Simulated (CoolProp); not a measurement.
m-xylene along the isobar 9.22 bar: density (kg/m³) from the reference equation and from simpler models built on Tc = 616.9 K, pc = 35.35 bar, ω = 0.326; each cubic takes its own stable root.

Computed with CoolProp (reference Helmholtz-energy equation of state, Zhou 2012).

| T (K) | phase | reference |
|---|---|---|
| 356.7 | liquid | 809.1 |
| 380.4 | liquid | 787.2 |
| 404.1 | liquid | 764.6 |
| 427.8 | liquid | 740.9 |
| 451.6 | liquid | 715.8 |
| 475.3 | liquid | 688.8 |
| 499 | liquid | 659.1 |
| 522.7 | gas | 28.04 |
| 546.4 | gas | 25.72 |
| 570.1 | gas | 23.92 |
| 593.8 | gas | 22.45 |
| 617.5 | gas | 21.21 |

Problem. How far does each simpler model (van der Waals, Redlich-Kwong, Soave-Redlich-Kwong, Peng-Robinson) lie from the reference over these 12 states: mean and median of the absolute difference, and the worst?

Solution. 
- van der Waals: mean 35.7 %, median 43.1 %, worst -95.8 % at 499 K and 9.22 bar
- Redlich-Kwong: mean 17.5 %, median 16.4 %, worst -95.6 % at 499 K and 9.22 bar
- Soave-Redlich-Kwong: mean 8.4 %, median 13.0 %, worst -14.9 % at 499 K and 9.22 bar
- Peng-Robinson: mean 1.4 %, median 1.7 %, worst -3.5 % at 499 K and 9.22 bar

At some of these states van der Waals, Redlich-Kwong gives the other phase, because its saturation line lies elsewhere.
